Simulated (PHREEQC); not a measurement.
A solution holds 0.0046 mol/kgw Na2HAsO4, 0.0002 mol/kgw H3PO4 and 0.012 mol/kgw FeCl3, at 20 °C. Closed to the air; pH follows from the charge balance.

Computed with PHREEQC (ion-association model, wateq4f.dat).

| quantity | before | after |
|---|---|---|
| pH | 2.62 | 2.78 |
| H2AsO4- (mol/kgw) | 0.00337 | 0.00181 |
| Fe+3 (mol/kgw) | 0.00289 | 0.00138 |
| FeOH+2 (mol/kgw) | 0.00288 | 0.00221 |
| SI of Halite (NaCl) | -5.26 | -5.81 |

Name the change that produced these shifts.
A) temperature from 20 to 75 °C
B) diluted 2-fold with water
C) temperature from 20 to 25 °C
D) H3PO4 left out

B, diluted 2-fold with water

This is a speciation only: nothing precipitates in the calculation. Some of these states are supersaturated (in Strengite, Scorodite, for instance). The database's scorodite may be far more soluble than the real mineral, and it has no iron arsenate complexes; the constant wasn't checked at its source. H3PO4, which wateq4f.dat lacks, is added to it with the constant of phreeqc.dat.
